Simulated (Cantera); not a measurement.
A closed system holds: 1 mol CH₃SiH₃, 0.053 mol C₂H₂, 130 mol H₂, equilibrated at 1548 K and 4100 Pa.

Method: chemical equilibrium by Gibbs-energy minimisation in Cantera with the NASA 1993 tables (ideal gas, pure condensed phases). Candidate condensed phases: C, C₆H₆, C₇H₈, C₈H₁₈, Si, SiC; 87 gas species. The feed counts by its element totals alone. The numbers say what is thermodynamically allowed, not how fast it happens.

Base state: H₂ 1.000, H 0.000152, CH₄ 8.41e-5, C₂H₂ (acetylene) 1.57e-5 (mole fractions); condensed: C(graphite) + SiC(s).

Problem. What changes in the equilibrium state with this change: CH₃SiH₃ replaced by SiH₄?

Solution. 
| species | before | after |
|---|---|---|
| H₂ | 1.000 | 1.000 |
| H | 0.000152 | 0.000152 |
| CH₄ | 8.41e-5 | 7.35e-7 |
| C₂H₂ (acetylene) | 1.57e-5 | 1.20e-9 |
| C(graphite), mol | 0.0906 | 0 |
| SiC(s), mol | 1.000 | 0.106 |
| Si(s), mol | 0 | 0.894 |
Mutual solubility and eutectic melting of coexisting phases are not modelled.
